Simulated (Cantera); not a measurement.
Ammonia decomposition in nitride growth gas

An isothermal, constant-pressure homogeneous reactor starts with NH3 : N2 = 1 : 4 (molar parts), at 2325 K and 101000 Pa.

Computed with Cantera and the gas-phase N/H chemistry of the illustrative SiF4/NH3 mechanism in the Surface Chemkin manual (1991). Walls and surfaces, which speed up NH3 decomposition in real reactors, are not modelled.

```tsv
t (s)	x NH3	x H2	x N	x NH	x H	x NH2	x N2H4
4.00e-5	0.196	0.00299	4.03e-7	3.24e-5	2.26e-5	0.00232	2.66e-7
0.000172	0.182	0.0201	2.13e-6	5.05e-5	8.52e-5	0.00212	2.22e-7
0.000739	0.135	0.0793	5.61e-6	5.99e-5	0.000266	0.00140	9.61e-8
0.00317	0.0418	0.197	7.62e-6	4.49e-5	0.000836	0.000561	1.55e-8
0.0136	0.000349	0.247	4.53e-6	6.33e-6	0.00406	1.82e-5	1.64e-11
0.0586	7.49e-6	0.247	2.41e-7	2.49e-7	0.00546	5.28e-7	<1e-12
0.252	1.78e-6	0.247	5.72e-8	5.91e-8	0.00546	1.26e-7	<1e-12
1.08	1.36e-6	0.247	4.38e-8	4.53e-8	0.00546	9.61e-8	<1e-12
4.65	1.36e-6	0.247	4.38e-8	4.53e-8	0.00546	9.61e-8	<1e-12
20.0	1.36e-6	0.247	4.38e-8	4.53e-8	0.00546	9.61e-8	<1e-12
```
x: mole fraction; the columns are a selection and need not sum to one.

Equilibrium at this temperature and pressure: NH3 1.36e-6, H2 0.247, N 4.38e-8, NH 4.53e-8, H 0.00546, NH2 9.61e-8, N2H4 <1e-12 (gas phase only).
